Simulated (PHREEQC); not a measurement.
Dissolve 1.5 mol/kgw NaCl, 0.091 mol/kgw K2SO4 and 0.15 mol/kgw KBr at 30 °C. Closed to the air; pH follows from the charge balance.

Equilibrium calculation in PHREEQC: Pitzer model, pitzer.dat.

```csv
quantity,before,after
pH,6.90,6.77
ionic strength (mol/kgw),1.92,1.68
SI of Halite (NaCl),-1.62,-1.60
SI of Mirabilite (Na2SO4:10H2O),-1.63,-2.56
```

Q: Name the change that produced these shifts.
A. K2SO4 from 0.091 to 0.0091 mol/kgw
B. K2SO4 from 0.091 to 0.182 mol/kgw
C. 0.17 mol/kgw LiOH added
D. NaCl from 1.5 to 1.35 mol/kgw
E. 0.58 mol/kgw H2SO4 added

A: A, K2SO4 from 0.091 to 0.0091 mol/kgw

No solid was allowed to form.
